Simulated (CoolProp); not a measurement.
Properties of ammonia along the isobar 45 MPa (Tc = 405.6 K, pc = 11.36 MPa, ω = 0.256).

The numbers come from the reference Helmholtz-energy equation of state, Gao 2020 in CoolProp.

```tsv
T (K)	phase	cp (kJ/(kg K))	Joule-Thomson coefficient (K/MPa)	isothermal compressibility (1/MPa)	viscosity (µPa s)	conductivity (mW/(m K))
291.1	liquid	…	-0.1671	0.0009140	174	575
311.5	liquid	4.470	-0.1422	0.001123	146	523
331.8	liquid	4.537	-0.1101	0.001399	123	…
352.2	liquid	4.622	-0.06799	0.001772	105	…
372.5	liquid	4.728	-0.01297	0.002286	90.8	391
392.8	liquid	4.860	0.05980	0.003010	78.7	…
413.2	supercritical	5.022	0.1573	0.004060	68.6	321
433.5	supercritical	5.217	0.2865	0.005584	60.1	…
453.9	supercritical	5.432	…	0.007789	52.8	254
474.2	supercritical	5.619	0.6627	…	46.8	224
```

What belongs in the gaps?


- 291.1, cp (kJ/(kg K)): 4.418
- 331.8, conductivity (mW/(m K)): 475
- 352.2, conductivity (mW/(m K)): 431
- 392.8, conductivity (mW/(m K)): 354
- 433.5, conductivity (mW/(m K)): 286
- 453.9, Joule-Thomson coefficient (K/MPa): 0.4557
- 474.2, isothermal compressibility (1/MPa): 0.01075

Viscosity comes from a separate model (Fenghour 1995). Thermal conductivity comes from a separate model (Tufeu 1984).
